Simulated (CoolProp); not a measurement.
Vapour-liquid equilibrium of n-butane (1) + cis-2-butene (2) at -74.55 °C; x and y are mole fractions of (1).

Values from CoolProp's multi-fluid Helmholtz-energy mixture model, Bücker 2006 and Lemmon 2005; pair parameters Bell 2016.

```csv
x,"bubble pressure, mixture model (bar)","bubble pressure, Raoult's law (bar)","y, mixture model","y, Raoult's law"
0.05,___,0.01245,0.082,0.070
0.15,0.01338,0.01297,0.221,0.201
0.25,___,0.01349,0.338,0.322
0.35,0.01460,0.01401,0.442,0.434
0.45,0.01511,0.01452,0.537,0.538
0.55,0.01558,0.01504,___,0.635
0.65,___,0.01556,0.713,0.726
0.75,0.01643,0.01608,0.797,0.810
0.85,0.01682,0.01660,0.879,0.890
0.95,0.01719,0.01712,0.960,0.964
```

Problem. What belongs in the gaps?

Solution. 
- 0.05, bubble pressure, mixture model (bar): 0.01262
- 0.25, bubble pressure, mixture model (bar): 0.01403
- 0.55, y, mixture model: 0.627
- 0.65, bubble pressure, mixture model (bar): 0.01602

The largest gap from Raoult's law is +4.2 % in bubble pressure, at x = 0.35. No azeotrope shows between x = 0.05 and 0.95.

The pair parameters rest on a limited set of measurements; away from them the model extrapolates.
